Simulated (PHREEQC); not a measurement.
Consider water at 25 °C with 35 mmol/kgw Fe2(SO4)3. Closed to the air; pH follows from the charge balance.

Equilibrium calculation in PHREEQC: ion-association model, phreeqc.dat.

Precipitation was switched off in this run.

Problem. Estimate the pH, ionic strength.

Solution. pH 2.60; ionic strength 0.124 mol/kgw.

Problem. In which forms is S present?

Solution. FeSO4+ 47 %, SO4-2 28 %, Fe(SO4)2- 21 %, HSO4- 3.1 %, FeHSO4+2 0.7 % of the S.

Saturation is exceeded, for instance for Hematite (slow to form), Goethite (slow to form); the values hold only as long as no solid forms. Complexes and solids missing from the database can't appear.
